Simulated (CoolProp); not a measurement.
n-decane along the isotherm 583.3 K: fugacity coefficient from the reference equation and from simpler models built on Tc = 617.7 K, pc = 21.01 bar, ω = 0.488; each cubic takes its own stable root.

Computed with CoolProp (reference Helmholtz-energy equation of state, Lemmon 2006). It is a short technical equation, of lower accuracy than the large ones.

| p (bar) | phase | reference | Redlich-Kwong | Soave-Redlich-Kwong | Peng-Robinson |
|---|---|---|---|---|---|
| 0.332 | gas | 0.9930 | 0.9937 | 0.9934 | 0.9927 |
| 0.488 | gas | 0.9897 | 0.9907 | 0.9902 | 0.9893 |
| 0.716 | gas | 0.9849 | 0.9863 | 0.9857 | 0.9843 |
| 1.05 | gas | 0.9779 | 0.9800 | 0.9790 | 0.9771 |
| 1.54 | gas | 0.9676 | 0.9707 | 0.9693 | 0.9664 |
| 2.26 | gas | 0.9525 | 0.9571 | 0.9550 | 0.9509 |
| 3.32 | gas | 0.9303 | 0.9372 | 0.9341 | 0.9282 |
| 4.88 | gas | 0.8978 | 0.9080 | 0.9035 | 0.8952 |
| 7.16 | gas | 0.8504 | 0.8657 | 0.8591 | 0.8475 |
| 10.5 | gas | 0.7802 | 0.8039 | 0.7939 | 0.7784 |
| 15.4 | liquid | 0.6239 | 0.7050 | 0.6496 | 0.6299 |
| 22.6 | liquid | 0.4460 | 0.5133 | 0.4706 | 0.4532 |
| 33.2 | liquid | 0.3251 | 0.3823 | 0.3488 | 0.3328 |
| 48.8 | liquid | 0.2437 | 0.2942 | 0.2672 | 0.2517 |
| 71.6 | liquid | 0.1906 | 0.2374 | 0.2146 | 0.1986 |
| 105 | liquid | 0.1579 | 0.2042 | 0.1838 | 0.1660 |
